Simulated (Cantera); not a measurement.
Feed: 1 mol CH₂F₂, 0.43 mol F₂, 4 mol H₂, equilibrated at 900 °C and 8.50e-5 bar.

These are equilibrium values from Cantera (NASA tables, ideal gas, pure condensed phases), not measurements of a reactor. Candidate condensed phases: C, C₆H₆, C₇H₈, C₈H₁₈; 95 gas species. Rates play no part.

Base state: H₂ 0.555, HF 0.445 (mole fractions); condensed: C(graphite).

### Question
What changes in the equilibrium state with this change: CH₂F₂ replaced by CF₄?

### Answer
| species | before | after |
|---|---|---|
| HF | 0.445 | 0.756 |
| H₂ | 0.555 | 0.244 |
| C(graphite), mol | 1.000 | 1.000 |
